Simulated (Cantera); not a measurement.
Feed: 1 mol TiCl4, 1.3 mol CH4, held at 2050 K and 7.50 Torr.

These are equilibrium values from Cantera (NASA tables, ideal gas, pure condensed phases), not measurements of a reactor. Candidate condensed phases: C, C6H6, C7H8, C8H18, Ti, TiC, TiCl2, TiCl3, TiCl4; 96 gas species. The tables' values for TiCl2 are old estimates; treat these amounts as uncertain. TiC: taken at fixed stoichiometry. Kinetics and transport are ignored.

Base state: HCl 0.723, H2 0.197, TiCl3 0.0315, Cl 0.0273, H 0.0101, TiCl2 0.00922, TiCl4 0.00111, C2H2 (acetylene) 0.000210 (mole fractions); condensed: C(graphite) + TiC(s).

What changes in the equilibrium state with this change: CH4 from 1.3 to 1.6 mol?


| species | before | after |
|---|---|---|
| HCl | 0.723 | 0.677 |
| H2 | 0.197 | 0.266 |
| Cl | 0.0273 | 0.0221 |
| TiCl3 | 0.0315 | 0.0166 |
| H | 0.0101 | 0.0117 |
| TiCl4 | 0.00111 | 0.000471 |
| TiCl2 | 0.00922 | 0.00601 |
| C2H2 (acetylene) | 0.000210 | 0.000282 |
| TiCl | 5.65e-5 | 4.56e-5 |
| C(graphite), mol | 0.491 | 0.718 |
| TiC(s), mol | 0.807 | 0.879 |

What changes in the equilibrium state with this change: pressure from 7.50 Torr to 75.0 Torr?


| species | before | after |
|---|---|---|
| HCl | 0.723 | 0.675 |
| H2 | 0.197 | 0.243 |
| TiCl3 | 0.0315 | 0.0594 |
| Cl | 0.0273 | 0.00727 |
| H | 0.0101 | 0.00353 |
| TiCl4 | 0.00111 | 0.00556 |
| TiCl | 5.65e-5 | 1.50e-5 |
| TiCl2 | 0.00922 | 0.00653 |
| C2H2 (acetylene) | 0.000210 | 0.000258 |
| C(graphite), mol | 0.491 | 0.617 |
| TiC(s), mol | 0.807 | 0.681 |
